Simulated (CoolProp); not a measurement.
A simple Rankine cycle with n-butane: condensing at 293.15 K, boiler at 2.43 MPa, turbine inlet 403.4 K, turbine efficiency 0.8, pump efficiency 0.7, no recuperator. Each further row changes one setting.

The numbers come from the reference Helmholtz-energy equation of state, Bücker 2006 in CoolProp.

```csv
case,thermal efficiency (%),net work (kJ/kg),heat in (kJ/kg),turbine exit temperature (K),volume ratio over the turbine
as stated,15.4,78.4,508,327.8,14.2
turbine inlet 423.4 K,15.5,88.0,567,353.5,13.0
condensing temperature 285.15 K,16.6,87.5,527,322.0,18.4
boiler pressure 1.7 MPa,13.9,75.3,540,346.4,8.65
turbine efficiency 0.7,13.4,67.9,508,333.4,14.5
```
